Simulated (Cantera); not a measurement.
Aluminium nitride and oxide growth: Al + N2 + H2 + HCl

Charge: 1 mol Al, 88 mol N2, 250 mol H2, 4.4 mol HCl, held at 1950 °C.

Method: chemical equilibrium by Gibbs-energy minimisation in Cantera with the NASA 1993 tables (ideal gas, pure condensed phases). Candidate condensed phases: Al, AlCl3, AlN, NH4Cl; 20 gas species. The tables' values for AlCl2 are old estimates; treat these amounts as uncertain. Rates play no part.

| P (Pa) | log p H2 | log p H | log p N2 | log p HCl | log p Cl |
|---|---|---|---|---|---|
| 10 | -4.41 | -4.40 | -4.69 | -6.27 | -6.39 |
| 46 | -3.60 | -4.00 | -3.98 | -5.45 | -5.98 |
| 220 | -2.85 | -3.62 | -3.27 | -4.71 | -5.61 |
| 1000 | -2.16 | -3.28 | -2.60 | -4.02 | -5.27 |
| 4600 | -1.49 | -2.94 | -1.93 | -3.35 | -4.94 |
| 22000 | -0.80 | -2.59 | -1.25 | -2.67 | -4.60 |
| 100000 | -0.14 | -2.26 | -0.59 | -2.01 | -4.27 |
log p: log10 of the partial pressure in bar; nothing condenses.

From 0.0750 Torr to 750 Torr nothing is condensed. The main Al-bearing gas is Al at 0.0750 Torr and AlCl at 750 Torr.
